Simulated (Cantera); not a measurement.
**Gas-phase reforming**

An isothermal, constant-pressure homogeneous reactor starts with 38.5 % CH4, 61.5 % H2O, at 1650 K and 1000000 Pa.

Cantera simulation using GRI-Mech 3.0 (53 species, 325 reactions); the numbers are that mechanism's predictions, not measurements.

```tsv
t (s)	x CH4	x H2O	x O2	x CH3	x H2
2.00e-5	0.383	0.615	<1e-12	0.000286	0.000586
8.50e-5	0.379	0.615	6.01e-12	0.000391	0.00315
0.000361	0.359	0.609	5.18e-11	0.000467	0.0207
0.00153	0.292	0.579	7.82e-11	0.000331	0.0933
0.00651	0.182	0.522	2.16e-11	0.000185	0.219
0.0277	0.107	0.459	1.13e-11	0.000110	0.322
0.117	0.103	0.371	6.53e-12	9.68e-5	0.395
0.499	0.0833	0.261	2.90e-12	6.93e-5	0.496
2.12	0.0429	0.176	1.16e-12	3.28e-5	0.589
9.00	0.01000	0.131	<1e-12	7.29e-6	0.647
```
x: mole fraction; the columns are a selection and need not sum to one.

Equilibrium at this temperature and pressure: CH4 4.23e-5, H2O 0.119, O2 <1e-12, CH3 3.05e-8, H2 0.664 (gas phase only).
